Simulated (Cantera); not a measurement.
A closed system holds: 1 mol SiH4, 23 mol O2, equilibrated at 598 K and 35.0 mbar.

Equilibrium computed with Cantera from the NASA thermochemical tables; the gas is ideal and each condensed phase is pure. Candidate condensed phases: H2O, Si, SiO2; 18 gas species. Equilibrium is a limit: real reactors are often held back by kinetics, nucleation or transport.

Base state: O2 0.913, H2O 0.0870 (mole fractions); condensed: SiO2(α-quartz).

**Question.** What changes in the equilibrium state with this change: O2 from 23 to 0.19 mol?

**Answer.** 
```
species              before  after
-------------------  ------  -----
H2                    <1e-9   1.00
O2                    0.913  <1e-9
H2O                  0.0870  <1e-9
SiO2(α-quartz), mol    1.00  0.190
Si(s), mol                0  0.810
```

**Question.** What changes in the equilibrium state with this change: SiH4 replaced by SiCl4?

**Answer.** 
```json
[
 {"species": "O2", "before": "0.913", "after": "0.917"},
 {"species": "Cl2", "before": "0", "after": "0.0833"},
 {"species": "H2O", "before": "0.0870", "after": "0"},
 {"species": "SiO2(α-quartz), mol", "before": "1.00", "after": "1.00"}
]
```
